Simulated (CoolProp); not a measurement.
Vapour-liquid equilibrium of R13 (1) + isobutane (2) at 235.5 K; x and y are mole fractions of (1).

Values from CoolProp's multi-fluid Helmholtz-energy mixture model, Platzer 1990 and Bücker 2006; pair parameters Bell 2016. This equation is an older, rougher fit; its heat capacities, sound speeds and derivatives of the liquid may be far off and weren't checked against measurements.

```csv
x,bubble pressure (kPa),y at the bubble point,dew pressure at overall composition x (kPa),liquid density (mol/L)
0.05,86.44,(withheld),33.99,(withheld)
0.2,219.5,(withheld),40.28,11.11
0.35,318.5,0.918,49.40,11.42
0.5,396.7,0.942,63.82,11.73
0.65,466.2,(withheld),(withheld),(withheld)
0.8,(withheld),0.975,152.2,12.37
0.95,621.3,0.993,428.8,12.68
```

Q: Some entries are withheld; supply them.

A: 
- 0.05, y at the bubble point: 0.635
- 0.05, liquid density (mol/L): 10.80
- 0.2, y at the bubble point: 0.868
- 0.65, y at the bubble point: 0.959
- 0.65, dew pressure at overall composition x (kPa): 90.04
- 0.65, liquid density (mol/L): 12.05
- 0.8, bubble pressure (kPa): 537.7

No azeotrope shows between x = 0.05 and 0.95.

The pair parameters rest on a limited set of measurements; away from them the model extrapolates.
